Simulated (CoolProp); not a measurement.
A simple Rankine cycle with propyne: condensing at 318.15 K, boiler at 3 MPa, turbine inlet 372.6 K, turbine efficiency 0.9, pump efficiency 0.6, no recuperator. Each further row changes one setting.

Model: reference Helmholtz-energy equation of state, Polt 1992, in CoolProp. This equation is an older, rougher fit; its heat capacities, sound speeds and derivatives of the liquid may be far off and weren't checked against measurements.

```
case                             thermal efficiency (%)  net work (kJ/kg)  heat in (kJ/kg)  turbine exit temperature (K)  volume ratio over the turbine
-------------------------------  ----------------------  ----------------  ---------------  ----------------------------  -----------------------------
as stated                                          10.0              46.9              469                         318.2                           3.06
turbine inlet 392.6 K                              10.4              54.8              524                         335.3                           2.94
condensing temperature 310.15 K                    11.6              56.4              488                         310.2                           3.75
boiler pressure 2.1 MPa                             7.4              37.7              508                         335.4                           2.05
turbine efficiency 0.8                              8.8              41.0              469                         318.2                           3.10
```

The expansion ends wet for: as stated; condensing temperature 310.15 K; turbine efficiency 0.8.
